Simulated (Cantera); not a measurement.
A closed system holds: 1 mol HI, 0.46 mol O₂, 0.94 mol H₂, equilibrated at 0.00160 bar.

These are equilibrium values from Cantera (NASA tables, ideal gas, pure condensed phases), not measurements of a reactor. Candidate condensed phases: H₂O, I₂; 12 gas species. Kinetics and transport are ignored. All values below are at 925 K.

Base state: H₂O 0.447, HI 0.311, I 0.114, H₂ 0.0970, I₂ 0.0303 (mole fractions); condensed: gas only.

**Question.** What changes in the equilibrium state with this change: H₂ from 0.94 to 3.2 mol?

**Answer.** 
| species | before | after |
|---|---|---|
| H₂ | 0.0970 | 0.552 |
| H₂O | 0.447 | 0.216 |
| HI | 0.311 | 0.199 |
| I₂ | 0.0303 | 0.00218 |
| I | 0.114 | 0.0306 |
